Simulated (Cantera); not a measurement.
Standard-state values (1 bar) from the NASA 1993 polynomials, evaluated with Cantera. Values are per mole of reaction as written; species without (g) are pure solids or liquids, kept so even where they would boil at 1 bar.

NbO2 + 4 H(g) → 2 H2O(g) + Nb

| T (K) | ΔH° (kJ) | ΔS° (J/K) | ΔG° (kJ) | log10 K | condensed phases |
|---|---|---|---|---|---|
| 300 | ? | ? | ? | ? | NbO2(s), Nb(s) |
| 1998 | -646.8 | -200.5 | -246.2 | 6.44 | NbO2(s), Nb(s) |
| 2048 | -648.3 | -201.2 | -236.1 | 6.02 | NbO2(s), Nb(s) |
| 2098 | -649.6 | -201.9 | -226.0 | 5.63 | NbO2(s), Nb(s) |
| 2148 | -651.0 | -202.5 | -215.9 | 5.25 | NbO2(s), Nb(s) |
| 2198 | -744.6 | -245.6 | -204.8 | 4.87 | NbO2(l), Nb(s) |
| 2248 | ? | ? | ? | ? | NbO2(l), Nb(s) |
| 2298 | -748.1 | -247.1 | -180.2 | 4.10 | NbO2(l), Nb(s) |
| 2348 | -749.7 | -247.8 | -167.8 | 3.73 | NbO2(l), Nb(s) |
| 2398 | -751.3 | -248.5 | -155.4 | 3.38 | NbO2(l), Nb(s) |

Question: Some entries are withheld; supply them.

Answer: 
- 300, ΔH° (kJ): -560.8
- 300, ΔS° (J/K): -99.6
- 300, ΔG° (kJ): -530.9
- 300, log10 K: 92.44
- 2248, ΔH° (kJ): -746.3
- 2248, ΔS° (J/K): -246.4
- 2248, ΔG° (kJ): -192.5
- 2248, log10 K: 4.47
